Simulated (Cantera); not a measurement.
Predominance diagram of Ca at 452 °C against the partial pressures of O2 and F2 (log10, bar). Cantera with NASA thermochemical tables; ideal gases at 1 bar, condensed phases pure. Candidates: Ca(s), CaF2(s), CaO(s). Only these pure phases compete in this equilibrium. Not in the tables: oxide halides.

```
log p(F2) \ log p(O2)
        columns: -36, -33.4, -30.7, -28.1, -25.4, -22.8, -20.1, -17.5, -14.9, -12.2, -9.6, -6.9, -4.3, -1.6, 1
      0  A A A A A A A A A A A A A A A
   -3.2  A A A A A A A A A A A A A A A
   -6.4  A A A A A A A A A A A A A A A
   -9.6  A A A A A A A A A A A A A A A
  -12.9  A A A A A A A A A A A A A A A
  -16.1  A A A A A A A A A A A A A A A
  -19.3  A A A A A A A A A A A A A A A
  -22.5  A A A A A A A A A A A A A A A
  -25.7  A A A A A A A A A A A A A A A
  -28.9  A A A A A A A A A A A A A A A
  -32.1  A A A A A A A A A A A A A A A
  -35.4  A A A A A A A A A A A A A A A
  -38.6  A A A A A A A A A A A A A A B
  -41.8  A A A A A A A A A A A A B B B
    -45  A A A A A A A A A A B B B B B
```

A: CaF2(s); B: CaO(s).
